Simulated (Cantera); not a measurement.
# PbO + O2 + N2 + CO (iron carbonyl, mercury and lead vapours)

A closed system holds: 1 mol PbO, 0.033 mol O2, 40 mol N2, 0.12 mol CO, at 23.3 Torr.

Cantera equilibrium calculation (NASA polynomials, part measured and part estimated; ideal gas, pure solids and liquids). Candidate condensed phases: C, Pb, PbO, PbO2, Pb3O4; 27 gas species. Gases not in the tables: (PbO)n polymers. Rates play no part.

```
T (K)  log p N2  log p PbO  log p Pb  log p O2  log p CO2  log p NO  log p O  log p CO  n Pb(l)  n PbO(yellow)  n PbO(l)
-----  --------  ---------  --------  --------  ---------  --------  -------  --------  -------  -------------  --------
900       -1.51      -8.13     -5.86      <-13      -4.03    -12.89     <-13     -8.40   0.0522          0.946         0
975       -1.51      -6.89     -5.04    -13.04      -4.03    -11.51     <-13     -8.11   0.0421          0.946         0
1050      -1.51      -5.83     -4.38    -11.27      -4.03    -10.28     <-13     -7.91        0          0.944         0
1125      -1.51      -4.92     -4.38     -8.62      -4.03     -8.65   -12.64     -8.30        0          0.930         0
1200      -1.51      -4.17     -4.37     -6.40      -4.03     -7.27   -10.80     -8.59        0              0     0.856
1275      -1.52      -3.54     -4.17     -4.89      -4.04     -6.29    -9.40     -8.63        0              0     0.532
1350      -1.52      -3.21     -3.85     -4.31      -4.04     -5.79    -8.53     -8.29        0              0         0
1425      -1.52      -3.25     -3.72     -4.13      -4.04     -5.52    -7.93     -7.80        0              0         0
1500      -1.52      -3.30     -3.61     -4.00      -4.05     -5.28    -7.39     -7.36        0              0         0
1575      -1.52      -3.36     -3.51     -3.88      -4.05     -5.07    -6.91     -6.95        0              0         0
```
log p: log10 of the partial pressure in bar; n: condensed amount in mol.

From 900 K to 975 K the condensed part is Pb(l) + PbO(yellow). From 1050 K to 1125 K the condensed part is PbO(yellow). From 1200 K to 1275 K the condensed part is PbO(l). From 1350 K to 1575 K nothing is condensed.
